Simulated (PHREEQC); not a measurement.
Model water analysis in mg/L, 80 °C, pH 6.99, pe 10.2:

| constituent | mg/L |
|---|---|
| Na | 167 |
| K | 176 |
| Ca | 461 |
| Mg | 252 |
| Cl | 997 |
| S(6) as SO4 | 941 |
| Alkalinity as HCO3 | 318 |
| Cu(2) | 1.77 |
| O(0) (dissolved oxygen) | 1.22 |
| Li | 5.82 |

Valence states are taken as typed.

Computed with PHREEQC (ion-association model, wateq4f.dat).

Precipitation was switched off in this run.

Q: Estimate the ionic strength.

A: ionic strength 0.0631 mol/kgw.

Q: In which forms is S present?

A: SO4-2 43 %, MgSO4 36 %, CaSO4 19 %, KSO4- 1.1 %, NaSO4- 0.8 % of the S.

The solution is supersaturated, for example in Malachite, Atacamite, so a real one may precipitate; this is no full list. At this temperature some constants are extrapolated from 25 °C, and those without enthalpy data are left unchanged.
